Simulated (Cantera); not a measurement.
## Si + SF6 + N2 (silicon etching in halogen gases)

Input: 1 mol Si, 3.4 mol SF6, 13 mol N2, equilibrated at 10.0 mbar.

Cantera equilibrium calculation (NASA polynomials, part measured and part estimated; ideal gas, pure solids and liquids). Candidate condensed phases: S, Si, Si3N4; 29 gas species. The tables' values for S2F2 (SSF2), SF3, SF5 are old estimates; treat these amounts as uncertain. Rates play no part.

From 700 K to 1350 K nothing is condensed. The main Si-bearing gas is SiF4 throughout.

| T (K) | x N2 | x SF4 | x SF6 | x SiF4 | x F |
|---|---|---|---|---|---|
| 700 | 0.748 | 0.107 | 0.0857 | 0.0576 | <1e-12 |
| 750 | 0.747 | 0.114 | 0.0810 | 0.0575 | 1.27e-11 |
| 800 | 0.747 | 0.115 | 0.0806 | 0.0575 | 2.84e-10 |
| 850 | 0.747 | 0.115 | 0.0806 | 0.0575 | 4.42e-9 |
| 900 | 0.747 | 0.114 | 0.0806 | 0.0575 | 5.06e-8 |
| 950 | 0.747 | 0.114 | 0.0807 | 0.0575 | 4.49e-7 |
| 1000 | 0.747 | 0.114 | 0.0807 | 0.0575 | 3.20e-6 |
| 1050 | 0.747 | 0.114 | 0.0807 | 0.0575 | 1.89e-5 |
| 1100 | 0.747 | 0.114 | 0.0807 | 0.0575 | 9.50e-5 |
| 1150 | 0.747 | 0.114 | 0.0805 | 0.0574 | 0.000414 |
| 1200 | 0.746 | 0.114 | 0.0799 | 0.0574 | 0.00159 |
| 1250 | 0.743 | 0.116 | 0.0777 | 0.0572 | 0.00539 |
| 1300 | 0.735 | 0.120 | 0.0716 | 0.0566 | 0.0160 |
| 1350 | 0.717 | 0.128 | 0.0578 | 0.0552 | 0.0401 |
x: gas mole fraction; nothing condenses.
